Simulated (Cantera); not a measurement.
An isothermal, constant-pressure homogeneous reactor starts with 59.1 % N₂O, 0.709 % H₂, 40.2 % N₂, at 1050 K and 70000 Pa.

Computed with Cantera and GRI-Mech 3.0 (53 species, 325 reactions). GRI-Mech 3.0 was tuned for natural gas; its chemistry of N2O as a main component is partial and can be far from experiment. The mechanism lacks the step 2 NO + O2 → 2 NO2, which can matter for NO2 below about 1400 K. The temperature is held fixed by assumption; the heat of reaction is taken as removed at once.

One state of this run: x N₂O = 0.583; x H₂ = 0.000471; x NO = 5.46e-5; x H₂O₂ = 1.55e-8; x NO₂ = 8.27e-6. x: mole fraction; the columns are a selection and need not sum to one.

Task: Which value of t (s) does it belong to?
A) 0.0928
B) 0.000928
C) 2.00e-6
D) 0.00431

Result: A, 0.0928
